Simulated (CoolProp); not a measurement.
Vapour-liquid equilibrium of isobutene (1) + n-butane (2) at 0.764 bar; x and y are mole fractions of (1).

Model: multi-fluid Helmholtz-energy mixture model, Lemmon 2005 and Bücker 2006; pair parameters Bell 2016, in CoolProp.

```json
[
 {"x": "0.05", "bubble temperature, mixture model (°C)": "___", "bubble temperature, Raoult's law (°C)": "-8.1", "y, mixture model": "___", "y, Raoult's law": "0.064"},
 {"x": "0.2", "bubble temperature, mixture model (°C)": "-9.4", "bubble temperature, Raoult's law (°C)": "-9.1", "y, mixture model": "___", "y, Raoult's law": "0.244"},
 {"x": "0.35", "bubble temperature, mixture model (°C)": "-10.5", "bubble temperature, Raoult's law (°C)": "-10.1", "y, mixture model": "0.411", "y, Raoult's law": "0.411"},
 {"x": "0.5", "bubble temperature, mixture model (°C)": "-11.4", "bubble temperature, Raoult's law (°C)": "-11.1", "y, mixture model": "0.561", "y, Raoult's law": "0.564"},
 {"x": "0.65", "bubble temperature, mixture model (°C)": "-12.3", "bubble temperature, Raoult's law (°C)": "-12.0", "y, mixture model": "0.700", "y, Raoult's law": "0.707"},
 {"x": "0.8", "bubble temperature, mixture model (°C)": "-13.0", "bubble temperature, Raoult's law (°C)": "-12.9", "y, mixture model": "___", "y, Raoult's law": "0.838"},
 {"x": "0.95", "bubble temperature, mixture model (°C)": "___", "bubble temperature, Raoult's law (°C)": "-13.7", "y, mixture model": "___", "y, Raoult's law": "0.961"}
]
```

Problem. What belongs in the gaps?

Solution. 
- 0.05, bubble temperature, mixture model (°C): -8.2
- 0.05, y, mixture model: 0.067
- 0.2, y, mixture model: 0.249
- 0.8, y, mixture model: 0.832
- 0.95, bubble temperature, mixture model (°C): -13.8
- 0.95, y, mixture model: 0.959

The largest gap from Raoult's law is -0.4 K in bubble temperature, at x = 0.35. No azeotrope shows between x = 0.05 and 0.95.

The pair parameters rest on a limited set of measurements; away from them the model extrapolates.
